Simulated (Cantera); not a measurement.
## Fe2O3 + C + H2 (carbothermic reduction)

Input: 1 mol Fe2O3, 2.3 mol C, a varied amount of H2, held at 1000 K and 0.370 bar.

Method: chemical equilibrium by Gibbs-energy minimisation in Cantera with the NASA 1993 tables (ideal gas, pure condensed phases). Candidate condensed phases: C, C6H6, C7H8, C8H18, Fe, Fe(CO)5, FeO, Fe(OH)2, Fe(OH)3, Fe2O3, Fe3O4, H2O; 114 gas species. The tables' stoichiometric FeO is somewhat more stable than real wüstite, so its field is too wide. FeO: taken at fixed stoichiometry. The numbers say what is thermodynamically allowed, not how fast it happens.

```csv
n(H2) (mol),log p CO,log p H2,log p CO2,log p H2O,log p CH4,log p HCHO (formaldehyde),log p HCOOH,log p C2H4,n Fe(α),n FeO(s)
0.12,-0.55,-1.81,-1.14,-2.56,-4.85,-8.62,-9.05,-10.26,1.79,0.212
0.17,-0.56,-1.67,-1.15,-2.41,-4.57,-8.48,-8.91,-10.00,1.79,0.205
0.22,-0.57,-1.56,-1.16,-2.31,-4.37,-8.39,-8.82,-9.81,1.80,0.198
0.29,-0.58,-1.46,-1.17,-2.20,-4.17,-8.29,-8.72,-9.61,1.81,0.187
0.39,-0.60,-1.34,-1.19,-2.09,-3.96,-8.20,-8.63,-9.42,1.83,0.173
0.51,-0.62,-1.25,-1.21,-1.99,-3.79,-8.12,-8.55,-9.27,1.84,0.155
0.68,-0.64,-1.15,-1.23,-1.89,-3.61,-8.05,-8.48,-9.12,1.87,0.130
0.9,-0.67,-1.06,-1.27,-1.80,-3.46,-7.99,-8.42,-9.00,1.90,0.0986
1.2,-0.71,-0.97,-1.30,-1.72,-3.33,-7.94,-8.37,-8.91,1.94,0.0553
1.6,-0.76,-0.89,-1.35,-1.64,-3.22,-7.91,-8.34,-8.84,2.00,0
2.1,-0.80,-0.82,-1.44,-1.62,-3.07,-7.88,-8.36,-8.68,2.00,0
2.8,-0.86,-0.75,-1.56,-1.61,-2.92,-7.86,-8.40,-8.53,2.00,0
3.7,-0.92,-0.69,-1.68,-1.61,-2.81,-7.87,-8.47,-8.42,2.00,0
```
log p: log10 of the partial pressure in bar; n: condensed amount in mol.

From 0.12 mol H2 to 1.2 mol H2 the condensed part is Fe(α) + FeO(s). From 1.6 mol H2 to 3.7 mol H2 the condensed part is Fe(α).
